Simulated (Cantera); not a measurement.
A closed system holds: 1 mol C2F6, 0.12 mol CH4, held at 51.0 mbar.

Method: chemical equilibrium by Gibbs-energy minimisation in Cantera with the NASA 1993 tables (ideal gas, pure condensed phases). Candidate condensed phases: C, C6H6, C7H8, C8H18; 95 gas species. The feed counts by its element totals alone. Gases not in the tables: C2F6 and larger saturated fluorocarbons. Equilibrium is a limit: real reactors are often held back by kinetics, nucleation or transport. All values below are at 927 °C.

Base state: CF4 0.742, HF 0.258 (mole fractions); condensed: C(graphite).

**Question.** What changes in the equilibrium state with this change: CH4 from 0.12 to 0.072 mol?

**Answer.** 
| species | before | after |
|---|---|---|
| CF4 | 0.742 | 0.832 |
| HF | 0.258 | 0.168 |
| C(graphite), mol | 0.740 | 0.644 |
